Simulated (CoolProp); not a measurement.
R142b along the isobar 36.5 bar: Z from the reference equation and from simpler models built on Tc = 410.3 K, pc = 40.55 bar, ω = 0.232; each cubic takes its own stable root.

Computed with CoolProp (reference Helmholtz-energy equation of state, Lemmon 2006). It is a short technical equation, of lower accuracy than the large ones.

```
T (K)   phase  reference
-----  ------  ---------
204.6  liquid     0.1627
225    liquid     0.1528
245.4  liquid     0.1449
265.8  liquid     0.1387
286.2  liquid     0.1339
306.7  liquid     0.1306
327.1  liquid     0.1287
347.5  liquid     0.1285
367.9  liquid     0.1308
388.3  liquid     0.1384
408.7     gas     0.5169
429.2     gas     0.6578
449.6     gas     0.7310
470       gas     0.7809
```

Question: How far does each simpler model (van der Waals, Redlich-Kwong, Soave-Redlich-Kwong, Peng-Robinson) lie from the reference over these 14 states: mean and median of the absolute difference, and the worst?

Answer: 
- van der Waals: mean 47.2 %, median 63.2 %, worst +67.1 % at 204.6 K and 36.5 bar
- Redlich-Kwong: mean 12.2 %, median 13.3 %, worst +26.4 % at 388.3 K and 36.5 bar
- Soave-Redlich-Kwong: mean 9.8 %, median 10.7 %, worst +21.5 % at 388.3 K and 36.5 bar
- Peng-Robinson: mean 2.1 %, median 1.9 %, worst +8.0 % at 388.3 K and 36.5 bar
